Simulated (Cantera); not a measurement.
# Low-pressure radical oxidation in H2/O2

A perfectly stirred reactor is fed with 20.6 % H₂, 79.4 % O₂, at 2670 Pa; it is held at 900 K, and followed from long to short residence time.

Computed with Cantera and the H2/O2 subset of GRI-Mech 3.0, which has no nitrogen chemistry. Radical loss at walls, strong at low pressure, is not modelled. Below about 950 K walls govern HO2 and H2O2 in real vessels. The temperature is held fixed by assumption; the heat of reaction is taken as removed at once.

```tsv
τ (s)	x H₂	x O₂	x H	x O	x H₂O₂	x H₂O	x OH
1.9	0.00224	0.770	3.38e-5	0.000206	8.58e-7	0.227	0.000149
0.55	0.00439	0.770	0.000116	0.000425	1.02e-6	0.225	0.000258
0.16	0.00833	0.770	0.000396	0.000850	1.14e-6	0.220	0.000458
0.049	0.0151	0.769	0.00127	0.00162	1.23e-6	0.212	0.000797
0.014	0.0279	0.768	0.00420	0.00312	1.27e-6	0.195	0.00140
0.0043	0.0491	0.766	0.0120	0.00556	1.18e-6	0.165	0.00222
0.0013	0.0861	0.762	0.0262	0.00859	8.87e-7	0.114	0.00293
0.00038	0.154	0.773	0.0220	0.00687	4.20e-7	0.0416	0.00212
```
x: mole fraction; the columns are a selection and need not sum to one.
